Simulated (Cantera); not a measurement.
Charge: 1 mol HCl, 1.9 mol H₂O, 0.29 mol O₂, equilibrated at 13.3 mbar.

Equilibrium computed with Cantera from the NASA thermochemical tables; the gas is ideal and each condensed phase is pure. Candidate condensed phases: H₂O; 29 gas species. Ions and electrons are included (thermal ionisation). Kinetics and transport are ignored. All values below are at 3250 K.

Base state: H 0.517, O 0.265, Cl 0.121, H₂ 0.0346, OH 0.0298, O₂ 0.0150, HCl 0.0121, H₂O 0.00502 (mole fractions); condensed: gas only.

What changes in the equilibrium state with this change: pressure from 13.3 mbar to 14.0 bar?


```tsv
species	before	after
H₂O	0.00502	0.483
HCl	0.0121	0.227
OH	0.0298	0.0751
H	0.517	0.0188
O	0.265	0.0176
O₂	0.0150	0.0691
Cl	0.121	0.0598
H₂	0.0346	0.0479
H₂O₂	1.78e-9	1.19e-5
HOCl	1.07e-7	0.000141
Cl₂	9.65e-7	0.000248
```
